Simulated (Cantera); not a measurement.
Input: 1 mol Si, 1.4 mol Cl₂, 2.7 mol H₂, at 598 K and 0.450 bar.

Cantera equilibrium calculation (NASA polynomials, part measured and part estimated; ideal gas, pure solids and liquids). Candidate condensed phases: Si; 19 gas species. Equilibrium is a limit: real reactors are often held back by kinetics, nucleation or transport.

Base state: H₂ 0.772, SiCl₄ 0.156, SiHCl₃ 0.0701, SiH₂Cl₂ 0.00157, HCl 4.51e-5 (mole fractions); condensed: Si(s).

### Question
What changes in the equilibrium state with this change: temperature from 598 K to 1075 K?

### Answer
| species | before | after |
|---|---|---|
| H₂ | 0.772 | 0.756 |
| SiCl₄ | 0.156 | 0.154 |
| SiHCl₃ | 0.0701 | 0.0560 |
| HCl | 4.51e-5 | 0.0258 |
| SiCl₂ | 1.15e-9 | 0.00172 |
| SiCl₃ | 3.52e-7 | 0.00409 |
| SiH₃Cl | 6.83e-6 | 2.67e-5 |
| SiH₂Cl₂ | 0.00157 | 0.00238 |
| Si(s), mol | 0.239 | 0.264 |
The tables' values for SiCl₃ are old estimates; treat these amounts as uncertain.
